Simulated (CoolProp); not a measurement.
Model: reference Helmholtz-energy equation of state, Kamei 1995, in CoolProp.

**Question.** For R22, give the phase and the density (kg/m³), expansivity (1/kK) at 265.1 K and 0.864 MPa.

**Answer.** 
- 265.1 K and 0.864 MPa: liquid; density 1310, expansivity 2.52
